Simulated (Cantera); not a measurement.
A Cantera script and its output.

```python
import numpy as np
import cantera as ct

gas = ct.Solution("gri30.yaml")
gas.TPX = 1348, 6000, {'N2O': 1, 'N2': 4.2}
inlet = ct.Reservoir(gas, clone=True)

reactor = ct.IdealGasConstPressureReactor(gas, energy="off", clone=False)
exhaust = ct.Reservoir(gas, clone=True)
tau = [2.2, 0.72, 0.23, 0.076, 0.025, 0.0081, 0.0026, 0.00086, 0.00028][0]
for a, b in ((inlet, reactor), (reactor, exhaust)):
    ct.MassFlowController(a, b, mdot=lambda t: reactor.mass / tau)
net = ct.ReactorNet([reactor])
show = ['N2O', 'O', 'O2', 'NO', 'NO2', 'N2']

rows = []
print(f"{'tau/s':>10s}{'T/K':>9s}" + "".join(f"{s:>11s}" for s in show))
for tau in [2.2, 0.72, 0.23, 0.076, 0.025, 0.0081, 0.0026, 0.00086, 0.00028]:
    net.initial_time = 0.0
    net.advance(30 * tau)
    before = gas.X
    net.advance(40 * tau)
    drift = np.max(np.abs(gas.X - before) / (gas.X + 1e-9))
    rows.append([gas.T, *gas[show].X, drift])
    print(f"{tau:10.3e}{gas.T:9.1f}" + "".join(f"{x:11.3e}" for x in gas[show].X))
```

Output:

```
     tau/s      T/K        N2O          O         O2         NO        NO2         N2
 2.200e+00   1348.0  9.320e-02  1.363e-05  3.754e-02  1.530e-02  7.985e-06  8.539e-01
 7.200e-01   1348.0  1.424e-01  1.384e-05  1.888e-02  7.770e-03  3.860e-06  8.310e-01
 2.300e-01   1348.0  1.729e-01  1.390e-05  7.332e-03  3.028e-03  1.365e-06  8.167e-01
 7.600e-02   1348.0  1.854e-01  1.388e-05  2.593e-03  1.072e-03  3.870e-07  8.109e-01
 2.500e-02   1348.0  1.900e-01  1.377e-05  8.665e-04  3.584e-04  8.071e-08  8.088e-01
 8.100e-03   1348.0  1.916e-01  1.341e-05  2.757e-04  1.140e-04  1.163e-08  8.080e-01
 2.600e-03   1348.0  1.921e-01  1.240e-05  8.204e-05  3.394e-05  1.195e-09  8.078e-01
 8.600e-04   1348.0  1.922e-01  1.012e-05  2.217e-05  9.172e-06  9.190e-11  8.077e-01
 2.800e-04   1348.0  1.923e-01  6.455e-06  4.604e-06  1.905e-06  4.025e-12  8.077e-01
```

Model: GRI-Mech 3.0 (53 species, 325 reactions), integrated in Cantera. GRI-Mech 3.0 was tuned for natural gas; its chemistry of N2O as a main component is partial and can be far from experiment. The mechanism lacks the step 2 NO + O2 → 2 NO2, which can matter for NO2 below about 1400 K. The temperature is held fixed by assumption; the heat of reaction is taken as removed at once.
